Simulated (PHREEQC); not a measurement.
PHREEQC input (ion-association model, wateq4f.dat):

```
SOLUTION_MASTER_SPECIES
  An  An-  0  An  62.0  # stands for a non-complexing anion
SOLUTION_SPECIES
  An- = An-
    -log_k 0
    -gamma 3.0 0
PHASES
  Fix_H+
    H+ = H+
    -log_k 0
SOLUTION 1
  temp 25
  units mmol/kgw
  pH 7 charge
  S(6) 0.098
  Cu(2) 0.098
  Na 50
  An 50
END
SELECTED_OUTPUT 1
  -reset false
  -pH true
  -pe true
  -ionic_strength true
  -water true
  -totals Cu Na S Cu(1) Cu(2) S(-2) S(6)
  -molalities Hfo_wOH Hfo_wOH2+ Hfo_wO- Hfo_sOH Hfo_sOH2+ Hfo_sO- Hfo_wSO4- Hfo_wOHSO4-2 Hfo_sOCu+ Hfo_wOCu+
  -saturation_indices Cu(OH)2 Brochantite Antlerite Mirabilite Chalcanthite
USER_PUNCH 1
  -headings sigma psi
  10 PUNCH EDL("sigma", "Hfo"), EDL("psi", "Hfo")
PRINT
  -reset false
USE solution 1
SURFACE 1
  Hfo_wOH 0.00651685 600 2.9
  Hfo_sOH 0.000162921
EQUILIBRIUM_PHASES 1
  Fix_H+ -3 HAn 10
    -force_equality true
  O2(g) -0.68 10
END
# ... the last block is repeated for the other 12 points of pH, with NaOH or the acid as the point needs
```

Selected output (columns that matter, 13 of 13 rows; pH added in front):

```
pH	mu	Cu	Na	S	m_Hfo_wOH	m_Hfo_wOH2+	m_Hfo_wO-	si_Cu(OH)2	si_Brochantite	si_Antlerite	si_Mirabilite	si_Chalcanthite	sigma	psi
3	0.054602	9.7653e-05	0.05	2.9869e-08	0.00020547	0.0062132	1.5567e-07	-6.9783	-22.631	-17.243	-9.6099	-9.6404	0.34753	0.1662
3.67	0.053375	9.1623e-05	0.05	3.7e-08	0.0007426	0.005673	2.2269e-06	-5.6634	-18.6	-14.527	-9.4968	-9.5538	0.316	0.16191
4.33	0.052489	4.955e-05	0.05	7.4165e-08	0.0018014	0.0045912	1.6192e-05	-4.6086	-15.393	-12.374	-9.1876	-9.5109	0.25352	0.15107
5	0.051637	7.227e-06	0.05	2.5427e-07	0.0030388	0.0032928	6.4246e-05	-4.1031	-14.172	-11.659	-8.648	-9.8069	0.17782	0.13341
5.67	0.051021	5.3944e-07	0.05	1.3475e-06	0.0039917	0.0022397	0.00016298	-3.8906	-13.937	-11.636	-7.9213	-10.209	0.11267	0.11068
6.33	0.050602	3.9676e-08	0.05	9.0811e-06	0.0045505	0.0015442	0.0003072	-3.7255	-13.767	-11.631	-7.0912	-10.534	0.065862	0.084555
7	0.050347	4.968e-09	0.05	4.8373e-05	0.0048528	0.0010963	0.00049211	-3.5749	-13.777	-11.792	-6.3639	-10.996	0.034189	0.055374
7.67	0.050184	3.3854e-09	0.05	9.0201e-05	0.0049714	0.0008261	0.00068537	-3.4503	-14.348	-12.487	-6.0928	-11.941	0.012517	0.02363
8.33	0.05032	3.9904e-09	0.050289	9.7388e-05	0.0049731	0.00066555	0.0008513	-3.3561	-15.258	-13.492	-6.0552	-13.134	-0.0050772	-0.0098523
9	0.050511	5.088e-09	0.05066	9.7955e-05	0.0049087	0.00051976	0.001062	-3.2487	-16.167	-14.508	-6.0473	-14.365	-0.025065	-0.04347
9.67	0.050813	7.3146e-09	0.051219	9.7994e-05	0.004718	0.00036139	0.0014111	-3.0909	-16.877	-15.376	-6.0392	-15.548	-0.053596	-0.074786
10.33	0.051397	1.2657e-08	0.052181	9.7996e-05	0.0042768	0.00020904	0.0020045	-2.8532	-17.248	-15.985	-6.0259	-16.632	-0.095539	-0.10229
11	0.052916	2.9206e-08	0.054247	9.7995e-05	0.0034336	9.1074e-05	0.0029656	-2.4926	-17.151	-16.248	-5.9993	-17.617	-0.15622	-0.12622
```

Complexes and solids missing from the database can't appear. The database's constant for dissolved Cu(OH)2 is higher than later reviews accept. The oxide is taken as insoluble; below pH 4 it would dissolve.
